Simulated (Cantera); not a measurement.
## Thermodynamics of silicon carbide growth, feed SiF₄ + CH₄ + H₂

A closed system holds: 1 mol SiF₄, 0.35 mol CH₄, 29 mol H₂, at 977 °C and 0.00133 bar.

Cantera equilibrium calculation (NASA polynomials, part measured and part estimated; ideal gas, pure solids and liquids). Candidate condensed phases: C, C₆H₆, C₇H₈, C₈H₁₈, Si, SiC; 113 gas species. The tables' values for SiF₃, SiF₂ are old estimates; treat these amounts as uncertain. Rates play no part.

The x(H₂) comes out as 0.964. The x(SiF₄) is 0.0303 and the x(HF) comes out as 0.00467. The x(SiF₃) is 0.00102. The x(SiHF₃) is 0.000354 and the x(SiF₂) is 3.28e-5. The x(CH₄) is 1.36e-5 and the x(H) comes out as 1.30e-5. The x(SiH₂F₂) comes out as 2.00e-6 and the n(C(graphite)) comes out as 0.325 mol. The n(SiC(s)) comes out as 0.0248 mol and the gas amount is 30.74 mol. The log10 activity of Si(s) (absent) is -2.65.
